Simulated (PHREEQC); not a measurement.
Consider water at 25 °C with 0.0073 mol/kgw H3PO4. Closed to the air; pH follows from the charge balance.

The numbers come from PHREEQC with the ion-association model, wateq4f.dat.

Each row changes one thing in this solution. This is a speciation only: nothing precipitates in the calculation.

```json
[
 {"case": "as made", "pH": "2.37", "ionic strength (mol/kgw)": "0.00459", "H2PO4- (mol/kgw)": "0.00459", "H3PO4 (mol/kgw)": "0.00271", "HPO4-2 (mol/kgw)": "8.23e-8"},
 {"case": "H3PO4 from 0.0073 to 0.00657 mol/kgw", "pH": "2.40", "ionic strength (mol/kgw)": "0.00425", "H2PO4- (mol/kgw)": "0.00425", "H3PO4 (mol/kgw)": "0.00232", "HPO4-2 (mol/kgw)": "8.15e-8"},
 {"case": "0.00025 mol/kgw NaHCO3 added", "pH": "2.38", "ionic strength (mol/kgw)": "0.00466", "H2PO4- (mol/kgw)": "0.00466", "H3PO4 (mol/kgw)": "?", "HPO4-2 (mol/kgw)": "?"},
 {"case": "H3PO4 from 0.0073 to 0.00146 mol/kgw", "pH": "2.92", "ionic strength (mol/kgw)": "0.00125", "H2PO4- (mol/kgw)": "0.00125", "H3PO4 (mol/kgw)": "0.000212", "HPO4-2 (mol/kgw)": "7.25e-8"},
 {"case": "diluted 5-fold with water", "pH": "2.92", "ionic strength (mol/kgw)": "0.00125", "H2PO4- (mol/kgw)": "0.00125", "H3PO4 (mol/kgw)": "0.000212", "HPO4-2 (mol/kgw)": "7.25e-8"},
 {"case": "H3PO4 from 0.0073 to 0.0365 mol/kgw", "pH": "1.90", "ionic strength (mol/kgw)": "0.0138", "H2PO4- (mol/kgw)": "0.0138", "H3PO4 (mol/kgw)": "0.0226", "HPO4-2 (mol/kgw)": "9.75e-8"}
]
```

Task: Some entries are withheld; supply them.

Result: 
- 0.00025 mol/kgw NaHCO3 added, H3PO4 (mol/kgw): 0.00264
- 0.00025 mol/kgw NaHCO3 added, HPO4-2 (mol/kgw): 8.71e-8

H3PO4, which wateq4f.dat lacks, is added to it with the constant of phreeqc.dat.
